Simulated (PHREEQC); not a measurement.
Make-up at 25 °C: 2 mmol/kgw Cu(NO3)2, 0.14 mmol/kgw HCl and 80 mmol/kgw Na2SO4. Closed to the air; pH follows from the charge balance.

Equilibrium calculation in PHREEQC: ion-association model, phreeqc.dat.

| quantity | before | after |
|---|---|---|
| pH | 4.42 | 4.60 |
| ionic strength (mol/kgw) | 0.214 | 0.112 |
| Cu+2 (mol/kgw) | 0.000927 | 0.000509 |
| CuCl+ (mol/kgw) | 1.11e-7 | 3.71e-8 |
| CuOH+ (mol/kgw) | 1.09e-7 | 1.03e-7 |
| Cu2(OH)2+2 (mol/kgw) | 8.68e-9 | 7.43e-9 |

**Question.** Which change was made?
A) temperature from 25 to 35 °C
B) Na2SO4 from 0.08 to 0.04 mol/kgw
C) temperature from 25 to 20 °C
D) diluted 2-fold with water
E) Na2SO4 left out

**Answer.** D, diluted 2-fold with water

This is a speciation only: nothing precipitates in the calculation.
